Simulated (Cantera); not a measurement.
Input: 1 mol (CH3)2SiCl2, 8 mol H2, 1.6 mol HCl, held at 902 °C and 600 Pa.

These are equilibrium values from Cantera (NASA tables, ideal gas, pure condensed phases), not measurements of a reactor. Candidate condensed phases: C, C6H6, C7H8, C8H18, Si, SiC; 109 gas species. The feed counts by its element totals alone. The tables' values for SiCl3 are old estimates; treat these amounts as uncertain. Equilibrium is a limit: real reactors are often held back by kinetics, nucleation or transport.

Base state: H2 0.742, HCl 0.255, SiCl4 0.00204, SiCl2 0.000289, SiCl3 0.000246, SiHCl3 0.000140, CH4 6.32e-5 (mole fractions); condensed: C(graphite) + SiC(s).

What changes in the equilibrium state with this change: H2 from 8 to 31 mol?


```json
[
 {"species": "H2", "before": "0.742", "after": "0.902"},
 {"species": "HCl", "before": "0.255", "after": "0.0981"},
 {"species": "CH4", "before": "6.32e-5", "after": "9.34e-5"},
 {"species": "SiCl4", "before": "0.00204", "after": "3.00e-5"},
 {"species": "SiCl2", "before": "0.000289", "after": "3.51e-5"},
 {"species": "SiCl3", "before": "0.000246", "after": "1.04e-5"},
 {"species": "SiHCl3", "before": "0.000140", "after": "6.51e-6"},
 {"species": "C(graphite), mol", "before": "1.04", "after": "1.000"},
 {"species": "SiC(s), mol", "before": "0.963", "after": "0.997"}
]
```
